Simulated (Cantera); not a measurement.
Charge: 1 mol PbO, 0.32 mol CH₄, 0.27 mol CO, held at 1000 K and 3680 Torr.

Cantera equilibrium calculation (NASA polynomials, part measured and part estimated; ideal gas, pure solids and liquids). Candidate condensed phases: C, C₆H₆, C₇H₈, C₈H₁₈, H₂O, Pb, PbO, PbO₂, Pb₃O₄; 113 gas species. Equilibrium is a limit: real reactors are often held back by kinetics, nucleation or transport.

### Question
What is the equilibrium state?

### Answer
```json
{
  "x(CO₂)": "0.297",
  "x(H₂O)": "0.273",
  "x(H₂)": "0.239",
  "x(CO)": "0.182",
  "x(CH₄)": "0.00830",
  "x(Pb)": "3.31e-6",
  "n(Pb(l))": "1.000 mol",
  "gas_amount": "1.210 mol",
  "log10 activity of C(graphite) (absent)": "-0.51",
  "log10 activity of PbO₂(s) (absent)": "-15.91"
}
```
